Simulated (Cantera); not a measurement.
A closed system holds: 1 mol V, 0.01 mol H2O, at 13300 Pa.

Equilibrium computed with Cantera from the NASA thermochemical tables; the gas is ideal and each condensed phase is pure. Candidate condensed phases: H2O, V, VO, V2O3, V2O4, V2O5; 12 gas species. Mutual solubility and eutectic melting of coexisting phases are not modelled. VO: taken at fixed stoichiometry. Condensed phases not in the tables: N, O or C dissolved in the metal. Rates play no part.

At 1598 K, list the 3 most abundant gas species with their mole fractions, and the condensed phases.

H2 1.000, H 0.000146, H2O 2.90e-5. Condensed: V(s) + VO(s).
